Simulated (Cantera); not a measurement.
Cantera run, input and output.

```python
import numpy as np
import cantera as ct

gas = ct.Solution("h2o2.yaml")
gas.TPX = 998, 13332, {'H2': 1.5, 'O2': 1, 'N2': 14}
inlet = ct.Reservoir(gas, clone=True)

reactor = ct.IdealGasConstPressureReactor(gas, energy="off", clone=False)
exhaust = ct.Reservoir(gas, clone=True)
tau = [27, 8.3, 2.6, 0.8, 0.25, 0.077, 0.024, 0.0075][0]
for a, b in ((inlet, reactor), (reactor, exhaust)):
    ct.MassFlowController(a, b, mdot=lambda t: reactor.mass / tau)
net = ct.ReactorNet([reactor])
show = ['H2', 'O2', 'H2O2', 'OH', 'H2O']

rows = []
print(f"{'tau/s':>10s}{'T/K':>9s}" + "".join(f"{s:>11s}" for s in show))
for tau in [27, 8.3, 2.6, 0.8, 0.25, 0.077, 0.024, 0.0075]:
    net.initial_time = 0.0
    net.advance(30 * tau)
    before = gas.X
    net.advance(40 * tau)
    drift = np.max(np.abs(gas.X - before) / (gas.X + 1e-9))
    rows.append([gas.T, *gas[show].X, drift])
    print(f"{tau:10.3e}{gas.T:9.1f}" + "".join(f"{x:11.3e}" for x in gas[show].X))
```

It prints:

```
     tau/s      T/K         H2         O2       H2O2         OH        H2O
 2.700e+01    998.0  9.124e-05  1.591e-02  1.787e-07  2.817e-05  9.512e-02
 8.300e+00    998.0  1.968e-04  1.595e-02  2.387e-07  4.239e-05  9.500e-02
 2.600e+00    998.0  4.111e-04  1.605e-02  2.819e-07  6.405e-05  9.475e-02
 8.000e-01    998.0  8.498e-04  1.626e-02  2.985e-07  9.829e-05  9.421e-02
 2.500e-01    998.0  1.699e-03  1.669e-02  2.911e-07  1.510e-04  9.313e-02
 7.700e-02    998.0  3.344e-03  1.759e-02  2.702e-07  2.328e-04  9.090e-02
 2.400e-02    998.0  6.372e-03  1.939e-02  2.467e-07  3.504e-04  8.648e-02
 7.500e-03    998.0  1.177e-02  2.279e-02  2.282e-07  5.060e-04  7.827e-02
```

Model: the H2/O2 subset of GRI-Mech 3.0, which has no nitrogen chemistry, integrated in Cantera. Radical loss at walls, strong at low pressure, is not modelled. The temperature is held fixed by assumption; the heat of reaction is taken as removed at once.
